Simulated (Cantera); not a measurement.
An adiabatic, constant-volume homogeneous reactor starts with H₂ : O₂ : N₂ : H₂O = 1 : 0.333 : 1.25 : 0.11 (molar parts), at 1525 K and 1.01 bar. Integrator tolerance rtol = 1e-08.

Computed with Cantera and GRI-Mech 3.0 (53 species, 325 reactions).

What does this change do: 0.078 parts NO added?


```tsv
quantity	before	after
time of steepest temperature rise	12.7 µs	12.6 µs
temperature at 0.100 s	2959 K	3013 K
equilibrium temperature	2959 K	3013 K
x(H₂) at 0.100 s	0.143 (gas-phase equilibrium 0.143)	0.122 (gas-phase equilibrium 0.122)
x(O₂) at 0.100 s	0.00317 (gas-phase equilibrium 0.00317)	0.00626 (gas-phase equilibrium 0.00626)
x(H₂O) at 0.100 s	0.276 (gas-phase equilibrium 0.276)	0.278 (gas-phase equilibrium 0.278)
x(NO) at 0.100 s	0.00448 (gas-phase equilibrium 0.00448)	0.00672 (gas-phase equilibrium 0.00672)
x(N₂O) at 0.100 s	2.72e-7 (gas-phase equilibrium 2.72e-7)	4.13e-7 (gas-phase equilibrium 4.13e-7)
x(H₂O₂) at 0.100 s	3.39e-7 (gas-phase equilibrium 3.39e-7)	5.26e-7 (gas-phase equilibrium 5.26e-7)
```
Above 3000 K some thermodynamic fits are extrapolated.
